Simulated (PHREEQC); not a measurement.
**Ultrapure water in contact with air or piping: an equilibrium model**

A made-up water analysis in mmol/kgw, 20 °C, pH 5.7, pe 9.3:

```csv
constituent,mmol/kgw
Na,0.00928
K,0.000603
Ca,0.0091
Mg,1.13e-05
Cl,0.00144
S(6),0.0082
Alkalinity (meq/kgw),0.00981
O(0) (counted as O atoms),0.000224
Cu(2),5.56e-05
```

Valence states are taken as typed.

Equilibrium calculation in PHREEQC: ion-association model, wateq4f.dat.

This is a speciation only: nothing precipitates in the calculation.

Task: Predict the charge-balance error.

Result: charge-balance error 0.9 %.

Task: In which forms is C present?

Result: CO2 83 %, HCO3- 17 % of the C.
